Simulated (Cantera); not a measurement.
Thermodynamics of fluorocarbon and chlorocarbon gases, feed CH3Cl + F2 + H2

Charge: 1 mol CH3Cl, 0.025 mol F2, 0.16 mol H2, at 2977 °C and 1000 Pa.

Method: chemical equilibrium by Gibbs-energy minimisation in Cantera with the NASA 1993 tables (ideal gas, pure condensed phases). Candidate condensed phases: C, C6H6, C7H8, C8H18; 118 gas species. The tables' values for CCl are old estimates; treat these amounts as uncertain. Kinetics and transport are ignored.

| Property | Result |
|---|---|
| x(H) | 0.630 |
| x(Cl) | 0.205 |
| x(C3) | 0.0538 |
| x(H2) | 0.0385 |
| x(C) | 0.0241 |
| x(HCl) | 0.0187 |
| x(C2) | 0.0108 |
| x(HF) | 0.00958 |
| x(C2H) | 0.00512 |
| gas amount | 4.465 mol |
| log10 activity of C(graphite) (absent) | -0.28 |
